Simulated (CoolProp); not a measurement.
Vapour-liquid equilibrium of R124 (1) + R142b (2) at 0.028 MPa; x and y are mole fractions of (1).

Computed with CoolProp (multi-fluid Helmholtz-energy mixture model, de Vries 1995 and Lemmon 2006; pair parameters Bell 2016).

Problem. Give the bubble temperature and the first vapour's composition at x = 0.15, 0.25, 0.45. Is there an azeotrope?

Solution. x = 0.15: -37.1 °C, y = 0.156; x = 0.25: -37.2 °C, y = 0.260; x = 0.45: -37.5 °C, y = 0.468. No azeotrope shows between x = 0.05 and 0.95.

Pair parameters are fitted to limited data, so mixtures are less certain than the pure fluids.
